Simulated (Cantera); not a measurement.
An adiabatic, constant-volume homogeneous reactor starts with CO : H₂ : O₂ : N₂ : CO₂ = 1 : 0.055 : 0.44 : 1.65 : 0.24 (molar parts), at 1748 K and 101000 Pa. Integrator tolerance rtol = 1e-08.

Computed with Cantera and GRI-Mech 3.0 (53 species, 325 reactions).

```
quantity                                                            before                                      after
---------------------------------  ---------------------------------------  -----------------------------------------
time of steepest temperature rise                                  33.3 µs                                    3.40 µs
temperature at 2.00 s                                               2862 K                                     3080 K
equilibrium temperature                                             2862 K                                     3080 K
x(CO) at 2.00 s                        0.170 (gas-phase equilibrium 0.170)        0.149 (gas-phase equilibrium 0.149)
x(H₂) at 2.00 s                    0.00117 (gas-phase equilibrium 0.00117)  0.000984 (gas-phase equilibrium 0.000984)
x(O₂) at 2.00 s                      0.0433 (gas-phase equilibrium 0.0433)      0.0337 (gas-phase equilibrium 0.0337)
x(H₂O) at 2.00 s                     0.0109 (gas-phase equilibrium 0.0109)      0.0124 (gas-phase equilibrium 0.0124)
x(N₂O) at 2.00 s                   8.34e-7 (gas-phase equilibrium 8.34e-7)    3.20e-6 (gas-phase equilibrium 3.20e-6)
```

### Question
What was changed between the two runs?
(A) initial temperature 1748 to 1650 K
(B) initial temperature 1748 to 1600 K
(C) pressure from 101000 Pa to 1000000 Pa
(D) pressure from 101000 Pa to 110000 Pa

### Answer
C, pressure from 101000 Pa to 1000000 Pa
